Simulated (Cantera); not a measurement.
Feed: 1 mol Pb, 1.3 mol CO, 16 mol N2, held at 1248.15 K and 5330 Torr.

Cantera equilibrium calculation (NASA polynomials, part measured and part estimated; ideal gas, pure solids and liquids). Candidate condensed phases: C, Pb, PbO, PbO2, Pb3O4; 27 gas species. Rates play no part.

Base state: N2 0.925, CO 0.0744, CO2 0.000387, Pb 0.000184 (mole fractions); condensed: C(graphite) + Pb(l).

Problem. What changes in the equilibrium state with this change: temperature from 1248.15 K to 1998 K?

Solution. 
```json
[
 {"species": "N2", "before": "0.925", "after": "0.874"},
 {"species": "CO", "before": "0.0744", "after": "0.0710"},
 {"species": "Pb", "before": "0.000184", "after": "0.0544"},
 {"species": "Pb2", "before": "1.10e-8", "after": "0.000103"},
 {"species": "CO2", "before": "0.000387", "after": "1.42e-6"},
 {"species": "C(graphite), mol", "before": "0.00670", "after": "0"},
 {"species": "Pb(l), mol", "before": "0.997", "after": "0"}
]
```

Problem. What changes in the equilibrium state with this change: temperature from 1248.15 K to 725 K?

Solution. 
```
species             before    after
----------------  --------  -------
N2                   0.925    0.960
CO2               0.000387   0.0380
CO                  0.0744  0.00192
Pb                0.000184    <1e-9
C(graphite), mol   0.00670    0.634
Pb(l), mol           0.997     1.00
```
